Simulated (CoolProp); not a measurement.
A single-stage vapour-compression cycle with R123: evaporating at 316.15 K (dew point), condensing at 355.15 K (bubble point), superheat 8 K, subcooling 8 K, compressor efficiency 0.7, no pressure losses. Each further row changes one setting.

The numbers come from the reference Helmholtz-energy equation of state, Younglove 1994 in CoolProp. It is a modified Benedict-Webb-Rubin equation, recast in Helmholtz form.

```
case                              cooling COP  pressure ratio  discharge temperature (K)  refrigerating effect (kJ/kg)  volumetric capacity (kJ/m³)
--------------------------------  -----------  --------------  -------------------------  ----------------------------  ---------------------------
as stated                                5.12            3.02                      367.1                           136                         1400
evaporating temperature 321.15 K         6.09            2.57                      366.3                           139                         1660
condensing temperature 350.15 K          6.02            2.66                      362.0                           142                         1450
subcooling 13 K                          5.33            3.02                      367.1                           142                         1450
superheat 18 K                           5.19            3.02                      377.4                           144                         1420
compressor efficiency 0.6                4.39            3.02                      372.5                           136                         1400
```
